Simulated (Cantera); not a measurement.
Feed: 1 mol MgO, 2.7 mol HI, 0.057 mol H₂, 2.2 mol H₂O, held at 1575 K and 32000 Pa.

Equilibrium computed with Cantera from the NASA thermochemical tables; the gas is ideal and each condensed phase is pure. Candidate condensed phases: H₂O, I₂, Mg, MgI₂, MgO, Mg(OH)₂; 20 gas species. The numbers say what is thermodynamically allowed, not how fast it happens.

Base state: H₂O 0.381, I 0.287, H₂ 0.163, HI 0.158, I₂ 0.00965, MgI₂ 0.00103, H 2.97e-5 (mole fractions); condensed: MgO(s).

### Question
What changes in the equilibrium state with this change: pressure from 32000 Pa to 1200 Pa?

### Answer
```csv
species,before,after
I,0.287,0.390
H₂O,0.381,0.357
H₂,0.163,0.205
HI,0.158,0.0464
MgI₂,0.00103,9.55e-5
I₂,0.00965,0.000667
H,2.97e-5,0.000172
OH,2.52e-6,1.09e-5
"MgO(s), mol",0.994,0.999
```
